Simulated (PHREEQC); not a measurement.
**Brine**

Solution (20 °C): 0.044 mol CaCl2 and 0.0034 mol Na2SO4 per kg of water. Closed to the air; pH follows from the charge balance.

All values are PHREEQC results (Pitzer model, pitzer.dat), not measurements.

```
Quantity                     Result
--------------------  -------------
ionic strength        0.142 mol/kgw
specific conductance     8490 µS/cm
density                 1.003 g/cm³
osmotic coefficient           0.859
```

| species | molality | activity | log γ |
|---|---|---|---|
| Cl- | 0.0880 | 0.0654 | -0.129 |
| Ca+2 | 0.0440 | 0.0154 | -0.457 |
| Na+ | 0.00680 | 0.00526 | -0.111 |
| SO4-2 | 0.00340 | 0.000572 | -0.774 |
| OH- | 1.21e-7 | 7.47e-8 | -0.211 |
| H+ | 1.16e-7 | 9.14e-8 | -0.103 |
| HSO4- | 5.56e-9 | 4.34e-9 | -0.108 |

No solid was allowed to form. Species that the database lacks are ignored.
